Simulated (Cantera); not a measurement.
**Premixed flame**

A freely propagating, adiabatic, planar premixed flame of CH4 : O2 : N2 : CO2 = 1 : 2.2 : 8.26 : 1.3 (molar parts), unburnt at 300 K and 100.0 Torr; mixture-averaged transport, grid criteria slope 0.08 and curve 0.16, no radiation.

Model: GRI-Mech 3.0 (53 species, 325 reactions), integrated in Cantera. Burning velocities carry a grid error of a few per cent, more on coarse grids.

| z (mm) | T (K) | u (m/s) | x CH4 | x O2 | x CO2 | x N2O | x HCO | x NO |
|---|---|---|---|---|---|---|---|---|
| -10.7 | 300 | 0.316 | 0.0783 | 0.172 | 0.102 | <1e-8 | <1e-8 | <1e-8 |
| -7.16 | 301 | 0.317 | 0.0782 | 0.172 | 0.102 | <1e-8 | <1e-8 | <1e-8 |
| -5.37 | 304 | 0.320 | 0.0779 | 0.172 | 0.102 | <1e-8 | <1e-8 | <1e-8 |
| -3.58 | 343 | 0.363 | 0.0752 | 0.169 | 0.101 | <1e-8 | <1e-8 | 1.51e-8 |
| -1.79 | 701 | 0.752 | 0.0540 | 0.140 | 0.104 | <1e-8 | 8.01e-8 | 3.47e-7 |
| -0.895 | 1074 | 1.16 | 0.0302 | 0.105 | 0.110 | <1e-8 | 3.53e-6 | 8.14e-7 |
| 0 | 1421 | 1.54 | 0.00708 | 0.0634 | 0.121 | <1e-8 | 2.76e-5 | 1.58e-6 |
| 0.895 | 1546 | 1.68 | 0.000451 | 0.0415 | 0.133 | 1.48e-8 | 6.69e-6 | 2.45e-6 |
| 1.79 | 1575 | 1.71 | 1.61e-5 | 0.0351 | 0.141 | 1.82e-8 | 3.19e-7 | 2.97e-6 |
| 3.58 | 1608 | 1.73 | 4.82e-8 | 0.0319 | 0.148 | 1.95e-8 | 1.27e-8 | 3.56e-6 |
| 7.16 | 1651 | 1.77 | <1e-8 | 0.0298 | 0.152 | 2.05e-8 | <1e-8 | 4.37e-6 |
| 14.3 | 1706 | 1.83 | <1e-8 | 0.0276 | 0.156 | 2.25e-8 | <1e-8 | 5.50e-6 |
| 28.6 | 1764 | 1.88 | <1e-8 | 0.0250 | 0.160 | 2.54e-8 | <1e-8 | 7.05e-6 |
x: mole fraction of selected species; z is measured from the peak of heat release.

```json
{
 "laminar_burning_velocity": "31.6 cm/s",
 "thermal_thickness": "3.58 mm",
 "peak x(HCO)": "2.79e-5",
 "grid_points": "149"
}
```
